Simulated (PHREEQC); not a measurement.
Polishing slurry liquid: speciation

Solution (25 °C): 0.0084 mol H2SO4 and 0.0088 mol KNO3 per kg of water. Closed to the air; pH follows from the charge balance.

Model: ion-association model, wateq4f.dat, run in PHREEQC.

Precipitation was switched off in this run.

Question: What pH, ionic strength does the model give?

Answer: pH 1.93; ionic strength 0.0268 mol/kgw.

Question: In which forms is K present?

Answer: K+ 98 %, KSO4- 1.8 % of the K.
